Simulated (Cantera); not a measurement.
A closed system holds: 1 mol LiCl, 5.7 mol O2, 1.1 mol H2, at 0.00133 bar.

Method: chemical equilibrium by Gibbs-energy minimisation in Cantera with the NASA 1993 tables (ideal gas, pure condensed phases). Candidate condensed phases: H2O, Li, LiCl, LiH, LiOH, Li2O; 25 gas species. Equilibrium is a limit: real reactors are often held back by kinetics, nucleation or transport.

Question: At 1800 K, list the 7 most abundant gas species with their mole fractions, and the condensed phases.

Answer: O2 0.705, H2O 0.144, LiCl 0.132, OH 0.00585, LiOH 0.00511, HCl 0.00356, O 0.00280. Condensed: gas only.
